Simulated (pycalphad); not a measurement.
Effect of B content in Ti-Hf-B

Computed with pycalphad from the COST 507 light-alloy database (1999), at 1 atm. The data set is of 1999 and partly superseded. Amounts are mole fractions of atoms. Kinetics are ignored, which matters at the lower temperatures.

Question: One of these alloys has its liquidus at 1629 °C, its solidus at 1541 °C, and holds hcp 0.97, BM 0.03 at 577 °C. Which?
(A) Ti-3.748Hf-0.09476B (wt.%)
(B) Ti-3.94Hf-1.594B (wt.%)
(C) Ti-3.772Hf-0.2861B (wt.%)
(D) Ti-3.785Hf-0.3828B (wt.%)

Answer: D, Ti-3.785Hf-0.3828B (wt.%). The others: Ti-3.748Hf-0.09476B (wt.%), liquidus 1656, solidus 1541; Ti-3.772Hf-0.2861B (wt.%), liquidus 1638, solidus 1541; Ti-3.94Hf-1.594B (wt.%), liquidus 1541, solidus 1541

Database names, with the compositions (at.%) that they take in these runs: BM: Ti 50 B 50.
